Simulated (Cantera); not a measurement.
Input: 1 mol BF3, 2.1 mol H2, 8.1 mol O2, held at 575 °C and 13300 Pa.

Cantera equilibrium calculation (NASA polynomials, part measured and part estimated; ideal gas, pure solids and liquids). Gases not in the tables: H3BO3. The numbers say what is thermodynamically allowed, not how fast it happens.

```
species        before     after
------------  -------  --------
O2              0.688     0.631
HF             0.0641     0.191
H2O             0.170    0.0851
BOF           1.31e-6    0.0749
HBO2          6.73e-7    0.0131
BF3            0.0706  0.000928
(HBO2)3       0.00172   2.30e-9
O               <1e-9  0.000523
BO2             <1e-9  0.000398
OH            1.01e-8   0.00214
B2O3            <1e-9  0.000169
H2              <1e-9   3.09e-5
B2O3(l), mol   0.0260         0
```
Gas species are given as mole fractions.

Name the change that produced these shifts.
(A) H2 from 2.1 to 6.3 mol
(B) O2 from 8.1 to 0.1 mol
(C) temperature from 575 °C to 1602 °C
(D) pressure from 13300 Pa to 133 Pa

C, temperature from 575 °C to 1602 °C
